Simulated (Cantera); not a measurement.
An adiabatic, constant-pressure homogeneous reactor starts with CO : H2 : CH4 : O2 : N2 : H2O = 1 : 1.3 : 0.038 : 1.51 : 6.96 : 0.57 (molar parts), equivalence ratio 0.81, at 1200 K and 1100000 Pa. Integrator tolerance rtol = 1e-08.

Computed with Cantera and GRI-Mech 3.0 (53 species, 325 reactions).

Task: What does this change do: initial temperature 1200 to 1325 K?

Result: 
```
quantity                                                            before                                    after
---------------------------------  ---------------------------------------  ---------------------------------------
time of steepest temperature rise                                 0.119 ms                                  10.8 µs
temperature at 7.00 s                                               2576 K                                   2648 K
equilibrium temperature                                             2576 K                                   2648 K
x(CO) at 7.00 s                    0.00922 (gas-phase equilibrium 0.00922)    0.0124 (gas-phase equilibrium 0.0124)
x(H2) at 7.00 s                    0.00286 (gas-phase equilibrium 0.00286)  0.00382 (gas-phase equilibrium 0.00382)
x(CH4) at 7.00 s                     <1e-12 (gas-phase equilibrium <1e-12)    <1e-12 (gas-phase equilibrium <1e-12)
x(C2H4) at 7.00 s                    <1e-12 (gas-phase equilibrium <1e-12)    <1e-12 (gas-phase equilibrium <1e-12)
x(CH2) at 7.00 s                     <1e-12 (gas-phase equilibrium <1e-12)    <1e-12 (gas-phase equilibrium <1e-12)
x(OH) at 7.00 s                    0.00808 (gas-phase equilibrium 0.00808)  0.00991 (gas-phase equilibrium 0.00991)
```

Task: What does this change do: pressure from 1100000 Pa to 420000 Pa?

Result: 
```tsv
quantity	before	after
time of steepest temperature rise	0.119 ms	40.9 µs
temperature at 7.00 s	2576 K	2543 K
equilibrium temperature	2576 K	2543 K
x(CO) at 7.00 s	0.00922 (gas-phase equilibrium 0.00922)	0.0119 (gas-phase equilibrium 0.0119)
x(H2) at 7.00 s	0.00286 (gas-phase equilibrium 0.00286)	0.00382 (gas-phase equilibrium 0.00382)
x(CH4) at 7.00 s	<1e-12 (gas-phase equilibrium <1e-12)	<1e-12 (gas-phase equilibrium <1e-12)
x(C2H4) at 7.00 s	<1e-12 (gas-phase equilibrium <1e-12)	<1e-12 (gas-phase equilibrium <1e-12)
x(CH2) at 7.00 s	<1e-12 (gas-phase equilibrium <1e-12)	<1e-12 (gas-phase equilibrium <1e-12)
x(OH) at 7.00 s	0.00808 (gas-phase equilibrium 0.00808)	0.00936 (gas-phase equilibrium 0.00936)
```
